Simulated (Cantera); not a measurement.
## Formation from one mole of O₂

Source: NASA polynomial tables (part measured, part estimated), evaluated in Cantera. Values are per mole of reaction as written; species without (g) are pure solids or liquids, kept so even where they would boil at 1 bar.

Zr + O₂(g) = ZrO₂(g)

```csv
T (K),ΔH° (kJ),ΔS° (J/K),ΔG° (kJ),log10 K,condensed phases
875,-290.1,22.5,-309.7,18.49,Zr(α)
1025,-291.4,21.0,-313.0,15.95,Zr(α)
1175,-296.9,16.1,-315.9,14.04,Zr(β)
1325,-298.1,15.2,-318.2,12.55,Zr(β)
1475,-299.3,14.3,-320.5,11.35,Zr(β)
1625,-300.8,13.4,-322.5,10.37,Zr(β)
1775,-302.4,12.4,-324.5,9.55,Zr(β)
1925,-304.3,11.4,-326.3,8.85,Zr(β)
```

2 Pb + O₂(g) = 2 PbO(g)

| T (K) | ΔH° (kJ) | ΔS° (J/K) | ΔG° (kJ) | log10 K |
|---|---|---|---|---|
| 875 | 119.8 | 108.8 | 24.5 | -1.46 |
| 1025 | 116.8 | 105.7 | 8.4 | -0.43 |
| 1175 | 113.9 | 103.1 | -7.2 | 0.32 |
| 1325 | 111.1 | 100.9 | -22.5 | 0.89 |
| 1475 | 108.4 | 98.9 | -37.5 | 1.33 |
| 1625 | 105.6 | 97.1 | -52.2 | 1.68 |
| 1775 | 102.9 | 95.5 | -66.6 | 1.96 |
| 1925 | 100.0 | 94.0 | -80.8 | 2.19 |

Nb + O₂(g) = NbO₂(g)

| T (K) | ΔH° (kJ) | ΔS° (J/K) | ΔG° (kJ) | log10 K |
|---|---|---|---|---|
| 875 | -204.0 | 23.5 | -224.6 | 13.40 |
| 1025 | -205.1 | 22.4 | -228.0 | 11.62 |
| 1175 | -206.2 | 21.3 | -231.3 | 10.28 |
| 1325 | -207.4 | 20.4 | -234.4 | 9.24 |
| 1475 | -208.8 | 19.4 | -237.4 | 8.41 |
| 1625 | -210.3 | 18.4 | -240.2 | 7.72 |
| 1775 | -211.9 | 17.4 | -242.9 | 7.15 |
| 1925 | -213.8 | 16.4 | -245.4 | 6.66 |

4 Al + O₂(g) = 2 Al₂O(g)

| T (K) | ΔH° (kJ) | ΔS° (J/K) | ΔG° (kJ) | log10 K | condensed phases |
|---|---|---|---|---|---|
| 875 | -307.2 | 156.7 | -444.3 | 26.52 | Al(s) |
| 1025 | -356.5 | 104.0 | -463.1 | 23.60 | Al(l) |
| 1175 | -362.5 | 98.5 | -478.3 | 21.26 | Al(l) |
| 1325 | -368.6 | 93.6 | -492.7 | 19.42 | Al(l) |
| 1475 | -374.6 | 89.3 | -506.4 | 17.93 | Al(l) |
| 1625 | -380.7 | 85.4 | -519.5 | 16.70 | Al(l) |
| 1775 | -386.8 | 81.8 | -532.0 | 15.66 | Al(l) |
| 1925 | -392.9 | 78.5 | -544.0 | 14.76 | Al(l) |
